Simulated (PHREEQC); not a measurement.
A column of 0.5 m (40 cells, dispersivity 0.018 m, 3600 s a shift, diffusion coefficient 3e-10 m²/s) holds 0.5 eq of the database's cation exchanger X per kg of pore water, first in equilibrium with 0.0059 mol/kgw NaCl, 0.0012 mol/kgw MnCl2, 0.084 mol/kgw ZnCl2 and 1e-05 mol/kgw HCl. It is flushed with 5.8 mmol/kgw CdCl2, 34 mmol/kgw LiCl, 75 mmol/kgw ZnSO4 and 0.01 mmol/kgw HCl, at 25 °C. Values are for the last cell. No CO2 enters from the air. No solid was allowed to form.

Model: ion-association model, phreeqc.dat, run in PHREEQC.

```
pore volumes  S in solution (mol/kgw)  Li in solution (mol/kgw)  Cd in solution (mol/kgw)
------------  -----------------------  ------------------------  ------------------------
0                                   0                         0                         0
0.2625                        1.36e-9                         0                         0
0.7625                         0.0141                  0.000143                   1.46e-5
1.012                          0.0429                   0.00170                   7.14e-5
1.512                          0.0716                    0.0128                  0.000406
1.762                          0.0742                    0.0195                  0.000809
2.263                          0.0750                    0.0286                   0.00209
2.513                          0.0750                    0.0310                   0.00282
3.013                          0.0750                    0.0331                   0.00409
3.263                          0.0750                    0.0335                   0.00457
3.763                          0.0750                    0.0339                   0.00521
4.013                          0.0750                    0.0339                   0.00540
4.263                          0.0750                    0.0340                   0.00554
4.763                          0.0750                    0.0340                   0.00569
5.013                          0.0750                    0.0340                   0.00573
5.513                          0.0750                    0.0340                   0.00577
5.763                          0.0750                    0.0340                   0.00578
6.263                          0.0750                    0.0340                   0.00579
6.513                          0.0750                    0.0340                   0.00580
7.013                          0.0750                    0.0340                   0.00580
7.263                          0.0750                    0.0340                   0.00580
7.763                          0.0750                    0.0340                   0.00580
8.012                          0.0750                    0.0340                   0.00580
```
